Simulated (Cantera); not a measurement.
Input: 1 mol SiH4, a varied amount of H2O, at 552 °C and 0.133 bar.

Cantera equilibrium calculation (NASA polynomials, part measured and part estimated; ideal gas, pure solids and liquids). Candidate condensed phases: H2O, Si, SiO2; 18 gas species. Equilibrium is a limit: real reactors are often held back by kinetics, nucleation or transport.

x: gas mole fraction; n: condensed amount in mol.

```csv
n(H2O) (mol),x H2,x H2O,x SiH4,n Si(s),n SiO2(α-quartz)
0.12,1.00,5.10e-12,3.03e-8,0.940,0.0600
0.25,1.00,5.10e-12,3.03e-8,0.875,0.125
0.5,1.00,5.10e-12,3.03e-8,0.750,0.250
0.99,1.00,5.10e-12,3.03e-8,[?],[?]
2,1.00,1.16e-10,5.82e-11,0,1.00
4,0.667,0.333,<1e-12,0,1.00
7.9,[?],[?],<1e-12,0,1.00
16,0.222,0.778,<1e-12,0,1.00
```

What belongs in the gaps?


- 0.99, n Si(s): 0.505
- 0.99, n SiO2(α-quartz): 0.495
- 7.9, x H2: 0.404
- 7.9, x H2O: 0.596
